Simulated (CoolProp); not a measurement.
Vapour-liquid equilibrium of benzene (1) + cyclohexane (2) at 0.991 bar; x and y are mole fractions of (1).

Values from CoolProp's multi-fluid Helmholtz-energy mixture model, Thol 2012 and Zhou 2014; pair parameters Bell 2016.

| x | bubble temperature (K) | y at the bubble point | dew temperature at overall composition x (K) | liquid density (mol/L) |
|---|---|---|---|---|
| 0.05 | 352.5 | 0.068 | 352.6 | 8.638 |
| 0.2 | 350.9 | 0.241 | 351.3 | 8.884 |
| 0.35 | 350.0 | 0.383 | 350.2 | 9.141 |
| 0.5 | 349.7 | 0.509 | 349.7 | 9.411 |
| 0.65 | 349.7 | 0.631 | 349.8 | 9.697 |
| 0.8 | 350.4 | 0.765 | 350.6 | 9.999 |
| 0.95 | 351.8 | 0.931 | 352.0 | 10.32 |

y crosses x between x = 0.5 and 0.65: the model has an azeotrope there.

Pair parameters are fitted to limited data, so mixtures are less certain than the pure fluids.
